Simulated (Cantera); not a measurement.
What does this Cantera script print?

```python
import numpy as np
import cantera as ct

gas_names = """
    Br Br2 H HBr HNO HNO2 HNO3 HO2 H2 H2O H2O2 N NH NH2 NH3 NH2OH NO NO2 NO3 N2 N2H2 N2H4 N2O O OH O2 O3
""".split()
cond_names = """
    Br2(cr) Br2(L) H2O(s) H2O(L)
""".split()


# ... load() reads the species with a 1 bar reference pressure and builds the phases ...
atoms = {
    'HBr': {'H': 1, 'Br': 1},
    'H2': {'H': 2},
    'N2': {'N': 2},
    'H2O': {'H': 2, 'O': 1},
}
top_T = {}  # K; cautious upper limits of use, not melting points


# ... equilibrate(T, P, feed) seeds the gas with the atoms and calls Mixture.equilibrate('TP', solver="vcs", rtol=1e-11, max_steps=5000) ...
results = []
feed = {'HBr': 1, 'H2': 7.1, 'N2': 17, 'H2O': 1.8}  # mol
P = 1100000  # Pa
for T in [1525, 1675, 1825, 1975, 2125, 2275, 2425]:
    mix = equilibrate(T, P, feed)
    results.append((T, P, feed, dict(zip(mix.species_names, mix.species_moles))))

top = {s: max(r[3][s] / sum(r[3][g] for g in gas_names) for r in results) for s in gas_names}
cols = sorted((s for s in top if top[s] > 1e-05), key=lambda s: -top[s])[:5]
seen = [c for c in cond_names if any(r[3].get(c, 0) > 1e-12 for r in results)]
print("log10 of partial pressures in bar; condensed amounts in mol")
print(f"{'T/K':>10s}" + "".join(f"{s[:9]:>10s}" for s in cols + seen))
for T, P, feed, n in results:
    ng = sum(n[g] for g in gas_names)
    print(f"{T:10.4g}" + "".join(f"{np.log10(max(n[s] / ng * P / 1e5, 1e-99)):10.3f}" for s in cols)
          + "".join(f"{n.get(c, 0):10.4g}" for c in seen))
```

It prints:

```
log10 of partial pressures in bar; condensed amounts in mol
       T/K        N2        H2       H2O       HBr        Br
      1525     0.842     0.463    -0.133    -0.389    -3.285
      1675     0.842     0.463    -0.133    -0.390    -2.812
      1825     0.842     0.463    -0.133    -0.393    -2.418
      1975     0.842     0.463    -0.133    -0.397    -2.085
      2125     0.842     0.463    -0.134    -0.406    -1.802
      2275     0.841     0.463    -0.134    -0.419    -1.562
      2425     0.841     0.463    -0.136    -0.439    -1.358
```

Equilibrium computed with Cantera from the NASA thermochemical tables; the gas is ideal and each condensed phase is pure.
